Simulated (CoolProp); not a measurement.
Saturation properties of CF4 (R14) (Tc = 227.4 K, pc = 3762 kPa, ω = 0.178).

Values from CoolProp's reference Helmholtz-energy equation of state, Platzer 1990. This equation is an older, rougher fit; its heat capacities, sound speeds and derivatives of the liquid may be far off and weren't checked against measurements.

```
T (K)  p (kPa)  vapour Z  liquid viscosity (µPa s)  vapour viscosity (µPa s)  liquid conductivity (mW/(m K))
-----  -------  --------  ------------------------  ------------------------  ------------------------------
154.2    184.2    0.9451                       199                         ?                            88.7
159.9    257.9    0.9295                       181                      9.80                            84.4
165.7    353.8    0.9108                       165                      10.3                            80.1
171.4    472.0         ?                       151                         ?                               ?
177.2    620.2    0.8651                       139                      11.2                            71.5
182.9    797.0    0.8378                       127                      11.8                               ?
188.7     1013    0.8064                       117                      12.4                            63.0
194.4     1264    0.7716                       107                      13.0                            58.7
200.2     1563    0.7314                      97.5                      13.8                            54.4
205.9        ?         ?                      88.3                      14.7                               ?
```

Problem. What belongs in the gaps?

Solution. 
- 154.2, vapour viscosity (µPa s): 9.38
- 171.4, vapour Z: 0.8897
- 171.4, vapour viscosity (µPa s): 10.7
- 171.4, liquid conductivity (mW/(m K)): 75.8
- 182.9, liquid conductivity (mW/(m K)): 67.3
- 205.9, p (kPa): 1907
- 205.9, vapour Z: 0.6863
- 205.9, liquid conductivity (mW/(m K)): 50.1

It boils at 145.1 K under 1 atm.

Viscosity comes from a separate model (Huber 2003), an estimate that may be off by 10 % or more. Thermal conductivity comes from a separate model (Huber 2003), an estimate that may be off by 10 % or more.
